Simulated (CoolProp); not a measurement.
A closed Brayton cycle with carbon dioxide: compressor inlet 327.15 K and 8.4 MPa, high pressure 22.9 MPa, turbine inlet 780 K, compressor efficiency 0.85, turbine efficiency 0.85, recuperator effectiveness 0 (on enthalpy, no pinch check). Each further row changes one setting.

Values from CoolProp's reference Helmholtz-energy equation of state, Span 1996.

```
case                           thermal efficiency (%)  net work (kJ/kg)  compressor to turbine work  compressor exit (K)  turbine exit (K)
-----------------------------  ----------------------  ----------------  --------------------------  -------------------  ----------------
as stated                                           …              63.7                        0.45                411.9             670.0
turbine inlet 730 K                                 …                 …                        0.49                411.9             623.9
compressor inlet 337.15 K                        12.5                 …                           …                427.9             670.0
high pressure 19.5 MPa                           11.3                 …                        0.43                397.9             687.2
recuperator effectiveness 0.5                       …              63.7                        0.45                411.9             670.0
```

Task: Complete the blanks.

Result: 
- as stated, thermal efficiency (%): 13.1
- turbine inlet 730 K, thermal efficiency (%): 12.9
- turbine inlet 730 K, net work (kJ/kg): 55.0
- compressor inlet 337.15 K, net work (kJ/kg): 57.4
- compressor inlet 337.15 K, compressor to turbine work: 0.51
- high pressure 19.5 MPa, net work (kJ/kg): 56.4
- recuperator effectiveness 0.5, thermal efficiency (%): 18.8
